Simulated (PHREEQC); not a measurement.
Synthetic water in mg/L, 15 °C, pH 6.85, pe 10.8:

```csv
constituent,mg/L
Na,1.26
K,0.00728
Ca,2.46
Mg,0.406
Cl,1.38
S(6) as SO4,4.19
Alkalinity as HCO3,5.04
Ba,0.0124
Zn,0.166
Pb,0.0859
Si as SiO2,0.0344
```

Valence states are taken as typed.

All values are PHREEQC results (ion-association model, wateq4f.dat), not measurements.

Precipitation was switched off in this run.

What charge-balance error does the model give?

charge-balance error 2.0 %.

In which forms is Pb present?

Pb+2 64 %, PbCO3 22 %, PbOH+ 8.4 %, PbHCO3+ 3.9 %, PbSO4 1.3 % of the Pb.
